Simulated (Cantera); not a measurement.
**Thermodynamics of fluorocarbon and chlorocarbon gases, feed CH2F2 + F2 + H2**

Charge: 1 mol CH2F2, 0.061 mol F2, 2.8 mol H2, held at 2873 K and 21000 Pa.

Method: chemical equilibrium by Gibbs-energy minimisation in Cantera with the NASA 1993 tables (ideal gas, pure condensed phases). Candidate condensed phases: C, C6H6, C7H8, C8H18; 95 gas species. The numbers say what is thermodynamically allowed, not how fast it happens.

| Quantity | Value |
|---|---|
| x(H2) | 0.427 |
| x(HF) | 0.403 |
| x(H) | 0.150 |
| x(C2H2 (acetylene)) | 0.0181 |
| x(C2H) | 0.000901 |
| x(F) | 0.000688 |
| x(C3) | 0.000361 |
| x(C4H2) | 0.000319 |
| x(C) | 6.83e-5 |
| n(C(graphite)) | 0.786 mol |
| gas amount | 5.262 mol |
